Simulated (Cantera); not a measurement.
# Low-pressure radical oxidation in H2/O2

An isothermal, constant-pressure homogeneous reactor starts with 5.75 % H2, 94.3 % O2, at 1100 K and 4.50 Torr.

Model: the H2/O2 subset of GRI-Mech 3.0, which has no nitrogen chemistry, integrated in Cantera. Radical loss at walls, strong at low pressure, is not modelled. The temperature is held fixed by assumption; the heat of reaction is taken as removed at once.

| t (s) | x H2 | x O2 | x H | x O | x OH |
|---|---|---|---|---|---|
| 3.00e-5 | 0.0575 | 0.943 | 7.83e-11 | 7.34e-12 | 7.06e-12 |
| 6.31e-5 | 0.0575 | 0.943 | 1.53e-10 | 3.03e-11 | 2.80e-11 |
| 0.000133 | 0.0575 | 0.943 | 2.90e-10 | 1.19e-10 | 1.01e-10 |
| 0.000279 | 0.0575 | 0.943 | 5.77e-10 | 4.54e-10 | 3.38e-10 |
| 0.000588 | 0.0575 | 0.943 | 1.49e-9 | 1.88e-9 | 1.19e-9 |
| 0.00124 | 0.0575 | 0.943 | 7.63e-9 | 1.21e-8 | 6.95e-9 |
| 0.00260 | 0.0575 | 0.943 | 1.89e-7 | 3.15e-7 | 1.77e-7 |
| 0.00548 | 0.0569 | 0.942 | 0.000150 | 0.000249 | 0.000139 |
| 0.0115 | 0.00218 | 0.904 | 0.0140 | 0.0300 | 0.00350 |
| 0.0242 | 0.000980 | 0.905 | 0.0101 | 0.0304 | 0.00256 |
| 0.0510 | 0.000792 | 0.913 | 0.00715 | 0.0240 | 0.00231 |
| 0.107 | 0.000516 | 0.924 | 0.00361 | 0.0151 | 0.00187 |
| 0.226 | 0.000238 | 0.933 | 0.00110 | 0.00684 | 0.00127 |
| 0.475 | 7.62e-5 | 0.938 | 0.000196 | 0.00217 | 0.000718 |
| 1.00 | 1.95e-5 | 0.940 | 2.55e-5 | 0.000559 | 0.000364 |
x: mole fraction; the columns are a selection and need not sum to one.

Equilibrium at this temperature and pressure: H2 1.05e-9, O2 0.941, H 1.09e-11, O 3.15e-8, OH 2.74e-6 (gas phase only).
